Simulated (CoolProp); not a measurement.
Chloromethane (R40) along the isotherm 226.85 °C: fugacity coefficient from the reference equation and from simpler models built on Tc = 145.5 °C, pc = 6.929 MPa, ω = 0.150; each cubic takes its own stable root.

The numbers come from the reference Helmholtz-energy equation of state, Thol 2014 in CoolProp.

```tsv
p (MPa)	phase	reference
1.24	gas	0.9643
2.47	gas	0.9298
3.71	gas	0.8958
4.95	gas	0.8626
6.19	gas	0.8303
7.42	supercritical	0.7990
8.66	supercritical	0.7683
9.9	supercritical	0.7385
11.1	supercritical	0.7107
12.4	supercritical	0.6818
13.6	supercritical	0.6565
14.8	supercritical	0.6328
16.1	supercritical	0.6090
17.3	supercritical	0.5890
```

Q: How far does each simpler model (Redlich-Kwong, Soave-Redlich-Kwong) lie from the reference over these 14 states: mean and median of the absolute difference, and the worst?

A: 
- Redlich-Kwong: mean 0.1 %, median 0.1 %, worst -0.3 % at 226.85 °C and 12.4 MPa
- Soave-Redlich-Kwong: mean 2.3 %, median 2.1 %, worst +5.0 % at 226.85 °C and 17.3 MPa
